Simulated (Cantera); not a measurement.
Charge: 1 mol CHF3, 0.19 mol CH4, held at 0.100 bar.

Equilibrium computed with Cantera from the NASA thermochemical tables; the gas is ideal and each condensed phase is pure. Candidate condensed phases: C, C6H6, C7H8, C8H18; 95 gas species. Gases not in the tables: C2F6 and larger saturated fluorocarbons. Kinetics and transport are ignored.

x: gas mole fraction; n: condensed amount in mol.

```json
[
 {"T (K)": "2025", "x HF": "0.840", "x F": "0.00490", "x CF2": "0.0160", "x CF4": "0.138", "x CF": "2.57e-5", "x CF3": "0.00138", "n C(graphite)": "0.865"},
 {"T (K)": "2075", "x HF": "0.835", "x F": "…", "x CF2": "…", "x CF4": "0.132", "x CF": "…", "x CF3": "…", "n C(graphite)": "0.858"},
 {"T (K)": "2125", "x HF": "0.828", "x F": "…", "x CF2": "…", "x CF4": "0.125", "x CF": "…", "x CF3": "…", "n C(graphite)": "0.850"},
 {"T (K)": "2175", "x HF": "0.819", "x F": "0.0172", "x CF2": "0.0452", "x CF4": "0.115", "x CF": "0.000176", "x CF3": "0.00302", "n C(graphite)": "0.839"},
 {"T (K)": "2225", "x HF": "0.808", "x F": "0.0248", "x CF2": "0.0601", "x CF4": "0.103", "x CF": "0.000310", "x CF3": "0.00368", "n C(graphite)": "0.825"},
 {"T (K)": "2275", "x HF": "0.794", "x F": "0.0348", "x CF2": "0.0773", "x CF4": "0.0891", "x CF": "0.000529", "x CF3": "0.00430", "n C(graphite)": "0.810"},
 {"T (K)": "2325", "x HF": "0.778", "x F": "0.0476", "x CF2": "0.0957", "x CF4": "0.0734", "x CF": "0.000868", "x CF3": "0.00479", "n C(graphite)": "0.794"},
 {"T (K)": "2375", "x HF": "0.760", "x F": "0.0631", "x CF2": "0.114", "x CF4": "0.0571", "x CF": "0.00137", "x CF3": "0.00506", "n C(graphite)": "0.780"},
 {"T (K)": "2425", "x HF": "0.741", "x F": "0.0812", "x CF2": "0.129", "x CF4": "0.0416", "x CF": "0.00209", "x CF3": "0.00504", "n C(graphite)": "0.769"},
 {"T (K)": "2475", "x HF": "0.723", "x F": "0.101", "x CF2": "0.139", "x CF4": "0.0282", "x CF": "0.00306", "x CF3": "0.00471", "n C(graphite)": "0.764"},
 {"T (K)": "2525", "x HF": "0.707", "x F": "0.123", "x CF2": "0.144", "x CF4": "0.0179", "x CF": "0.00432", "x CF3": "0.00414", "n C(graphite)": "0.767"},
 {"T (K)": "2575", "x HF": "0.693", "x F": "0.144", "x CF2": "0.143", "x CF4": "0.0106", "x CF": "0.00590", "x CF3": "0.00345", "n C(graphite)": "0.777"}
]
```

Problem. What belongs in the gaps?

Solution. 
- 2075, x F: 0.00763
- 2075, x CF2: 0.0233
- 2075, x CF: 5.06e-5
- 2075, x CF3: 0.00184
- 2125, x F: 0.0116
- 2125, x CF2: 0.0329
- 2125, x CF: 9.60e-5
- 2125, x CF3: 0.00240
